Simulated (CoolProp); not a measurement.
Values from CoolProp's reference Helmholtz-energy equation of state, Thol 2016.

Task: For hexamethyldisiloxane (MM), give the phase and the cv (kJ/(kg K)), Joule-Thomson coefficient (K/MPa) at 346.85 °C and 2.24 bar; 346.85 °C and 4.25 bar.

Result: 
- 346.85 °C and 2.24 bar: gas; cv 2.22, Joule-Thomson coefficient 5.38
- 346.85 °C and 4.25 bar: gas; cv 2.22, Joule-Thomson coefficient 5.51
